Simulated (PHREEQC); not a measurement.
A column of 1 m (40 cells, dispersivity 0.05 m, 300 s a shift, diffusion coefficient 3e-10 m²/s) holds 0.014 eq of the database's cation exchanger X per kg of pore water, first in equilibrium with 0.0004 mol (NH4)2SO4, 0.0097 mol MgCl2 and 1e-05 mol HCl per kg of water. It is flushed with 6.8 mmol/kgw NH4Cl, 0.73 mmol/kgw LiCl and 0.01 mmol/kgw HCl, at 25 °C. Values are for the last cell. The system is closed to CO2. No solid was allowed to form.

Base run: PHREEQC, ion-association model, phreeqc.dat. Each further column changes one thing. The table gives Mg in solution (mol/kgw).

```tsv
pore volumes	base	exchange capacity from 0.014 to 0.007 eq/kgw	dispersivity from 0.05 to 0.1 m
0	0.00970	0.00970	0.00970
0.6125	0.00919	0.00913	0.00846
1.212	0.00386	0.00328	0.00379
1.812	0.00174	0.00117	0.00182
2.413	0.00110	0.000652	0.00113
3.013	0.000786	0.000438	0.000816
3.612	0.000604	0.000324	0.000631
4.213	0.000487	0.000254	0.000510
4.812	0.000406	0.000206	0.000426
5.412	0.000347	0.000172	0.000364
6.013	0.000302	0.000146	0.000317
```
